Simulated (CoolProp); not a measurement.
Saturation properties of water.

Values from CoolProp's reference Helmholtz-energy equation of state, Wagner 2002.

```
T (°C)  p (MPa)  liquid density (kg/m³)  vapour density (kg/m³)  liquid cp (kJ/(kg K))  surface tension (mN/m)  vapour viscosity (µPa s)
------  -------  ----------------------  ----------------------  ---------------------  ----------------------  ------------------------
237.25    3.188                   817.2                   15.95                  4.747                    28.8                      17.0
244.15    3.598                   807.5                   18.03                  4.811                    27.2                      17.2
251.05    4.047                   797.3                   20.33                  4.881                    25.6                      17.5
257.95    4.538                   786.8                   22.90                  4.960                    24.0                      17.7
264.85    5.073                   775.9                   25.74                  5.049                    22.3                      18.0
271.75    5.655                   764.5                   28.91                  5.150                    20.7                      18.3
278.65    6.287                   752.7                   32.43                  5.265                    19.1                      18.6
285.55    6.971                   740.2                   36.36                  5.397                    17.5                      18.9
292.45    7.711                   727.2                   40.75                  5.550                    15.9                      19.2
299.35    8.510                   713.5                   45.67                  5.732                    14.4                      19.5
306.25    9.370                   698.9                   51.22                  5.948                    12.8                      19.9
313.15    10.30                   683.5                   57.51                  6.212                    11.3                      20.3
```

It boils at 100.0 °C under 1 atm.

Viscosity comes from a separate model (Huber 2009). Surface tension comes from a separate correlation (Mulero 2012).
